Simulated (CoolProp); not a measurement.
Computed with CoolProp (reference Helmholtz-energy equation of state, Lemmon 2006). It is a short technical equation, of lower accuracy than the large ones.

Q: For R141b, give the phase and the speed of sound (m/s), conductivity (mW/(m K)), Prandtl number at 155.45 °C and 0.101 MPa.

A: 
- 155.45 °C and 0.101 MPa: gas; speed of sound 180, conductivity 21.3, Prandtl number 0.584

Viscosity comes from a separate model (Huber 2003), an estimate that may be off by 10 % or more. Thermal conductivity comes from a separate model (Huber 2003), an estimate that may be off by 10 % or more.
